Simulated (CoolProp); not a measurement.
Vapour-liquid equilibrium of R134a (1) + R245fa (2) at 71.65 °C; x and y are mole fractions of (1).

Computed with CoolProp (multi-fluid Helmholtz-energy mixture model, Tillner-Roth 1994 and Akasaka 2015; pair parameters Akasaka 2014).

```csv
x,"bubble pressure, mixture model (kPa)","bubble pressure, Raoult's law (kPa)","y, mixture model","y, Raoult's law"
0.05,704.0,714.6,0.125,0.154
0.15,840.0,870.5,0.318,0.378
0.25,978.2,1026,0.463,0.535
0.35,1119,1182,0.576,0.650
0.45,1265,1338,0.668,0.738
0.55,1415,1494,0.745,0.808
0.65,1572,1650,0.812,0.865
0.75,1737,1806,0.871,0.912
0.85,1911,1962,0.925,0.951
0.95,2098,2118,0.976,0.985
```

The largest gap from Raoult's law is -5.5 % in bubble pressure, at x = 0.45. No azeotrope shows between x = 0.05 and 0.95.

The pair parameters rest on a limited set of measurements; away from them the model extrapolates.
